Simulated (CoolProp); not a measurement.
20 sccm (0 °C, 1 atm) of nitrogen bubbles through liquid n-undecane at 310.5 K and leaves saturated at a total pressure of 0.00424 MPa (ideal gas phase). Each further row changes one setting.

Model: reference Helmholtz-energy equation of state, Aleksandrov 2011, in CoolProp. It is a short technical equation, of lower accuracy than the large ones.

```tsv
case	vapour pressure (kPa)	mole fraction of vapour	delivery (mg/min)	delivery (sccm)	change of delivery for a bath 1 K warmer (%)
as stated	0.141	[?]	[?]	[?]	[?]
bath temperature 315.5 K	[?]	[?]	6.85	0.982	7.2
total pressure 0.00848 MPa	0.141	[?]	2.37	[?]	7.2
```

**Question.** Some entries are withheld; supply them.

**Answer.** 
- as stated, mole fraction of vapour: 0.0334
- as stated, delivery (mg/min): 4.82
- as stated, delivery (sccm): 0.690
- as stated, change of delivery for a bath 1 K warmer (%): 7.4
- bath temperature 315.5 K, vapour pressure (kPa): 0.198
- bath temperature 315.5 K, mole fraction of vapour: 0.0468
- total pressure 0.00848 MPa, mole fraction of vapour: 0.0167
- total pressure 0.00848 MPa, delivery (sccm): 0.339
